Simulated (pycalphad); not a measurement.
An equivalent pycalphad script:

```python
from pycalphad import Database, equilibrium, calculate, variables as v
import numpy as np
db = Database('COST507.tdb')
comps = ['TI', 'HF', 'B', 'VA']
phases = ['B2M', 'B2TI', 'B4M3', 'B4TI3', 'BCC_A2', 'BETA_RHOMBO_B', 'BM', 'BTI', 'HCP_A3', 'LIQUID']
eq = equilibrium(db, comps, phases, {v.X('HF'): 0.0063, v.X('B'): 0.0029, v.T: np.arange(2850, 499, -100), v.P: 101325, v.N: 1}, output=['HM', 'SM'])
```

All values are pycalphad results on the COST 507 light-alloy database (1999) (1 atm), not direct measurements. These are 1990s assessments: newer ones move some temperatures and phases. Phase fractions are per mole of atoms. Kinetics are ignored, which matters at the lower temperatures.

Results at three of the temperatures:

```
T = 2750.00 K, P = 101325 Pa, N = 1 mol of atoms
G = -208185 J/mol, H = 107103 J/mol, S = 114.65 J/(mol K)  (SER reference)
chemical potentials (J/mol): Ti -206691, Hf -372033, B -362813
phase             fraction      x(Ti)      x(Hf)       x(B)
LIQUID              1.0000     0.9908     0.0063     0.0029
```

```
T = 2250.00 K, P = 101325 Pa, N = 1 mol of atoms
G = -153102 J/mol, H = 83987 J/mol, S = 105.37 J/(mol K)  (SER reference)
chemical potentials (J/mol): Ti -151826, Hf -286267, B -299868
phase             fraction      x(Ti)      x(Hf)       x(B)
LIQUID              1.0000     0.9908     0.0063     0.0029
```

```
T = 1250.00 K, P = 101325 Pa, N = 1 mol of atoms
G = -63316 J/mol, H = 32382 J/mol, S = 76.56 J/(mol K)  (SER reference)
chemical potentials (J/mol): Ti -62518, Hf -132956, B -184369
phase             fraction      x(Ti)      x(Hf)       x(B)
BCC_A2              0.9970     0.9923     0.0063     0.0014
BM                  0.0030     0.4996   0.000376     0.5000
```

Changes of the phase set, refined by bisection:

```
T (K)     phases above    phases below
------  --------------  --------------
1933.3          liquid    bcc + liquid
1814.1    bcc + liquid        bcc + BM
1151.5        bcc + BM  bcc + BM + hcp
1149.9  bcc + BM + hcp        BM + hcp
```

Database names, with the compositions (at.%) that they take in these runs: BM: Ti 50 B 50. BCC_A2 is bcc.
